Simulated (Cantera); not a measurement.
# Hydrocarbon pyrolysis for carbon deposition

An isothermal, constant-pressure homogeneous reactor starts with CH4 : N2 : H2O = 1 : 4.1 : 0.3 (molar parts), at 1350 K and 13300 Pa.

Model: GRI-Mech 3.0 (53 species, 325 reactions), integrated in Cantera. GRI-Mech 3.0 stops at C3 and has no aromatics, soot or wall deposition, so with more carbon than oxygen in the feed, carbon stays in small species such as C2H2 where larger ones or solid carbon would form.

```
t (s)      x CH4     x C2H      x H2     x HCN     x CH2      x H
--------  ------  --------  --------  --------  --------  -------
1.00e-5    0.185    <1e-12   2.69e-9    <1e-12    <1e-12  1.23e-9
3.32e-5    0.185    <1e-12   1.17e-8    <1e-12    <1e-12  1.29e-9
0.000110   0.185    <1e-12   4.20e-8    <1e-12    <1e-12  1.29e-9
0.000367   0.185    <1e-12   1.43e-7    <1e-12    <1e-12  1.29e-9
0.00122    0.185    <1e-12   4.77e-7    <1e-12    <1e-12  1.29e-9
0.00405    0.185    <1e-12   1.60e-6    <1e-12  1.77e-12  1.31e-9
0.0135     0.185    <1e-12   5.55e-6    <1e-12  1.50e-11  1.48e-9
0.0447     0.185    <1e-12   2.18e-5    <1e-12  4.92e-11  1.99e-9
0.149      0.185    <1e-12   9.59e-5    <1e-12  1.10e-10  3.42e-9
0.494      0.184    <1e-12  0.000535    <1e-12  2.54e-10  1.08e-8
1.64       0.182  4.06e-12   0.00318    <1e-12  3.43e-10  4.62e-8
5.45       0.174  2.81e-11    0.0133  4.26e-12  2.92e-10  1.55e-7
18.1       0.154  8.20e-11    0.0392  2.90e-11  2.24e-10  3.88e-7
60.2       0.113  1.77e-10    0.0912  1.48e-10  1.65e-10  8.25e-7
200       0.0565  3.37e-10     0.166  6.44e-10  1.21e-10  1.66e-6
```
x: mole fraction; the columns are a selection and need not sum to one.

Equilibrium at this temperature and pressure: CH4 0.0141, C2H 1.76e-10, H2 0.273, HCN 0.0478, CH2 2.95e-11, H 3.43e-6 (gas phase only).
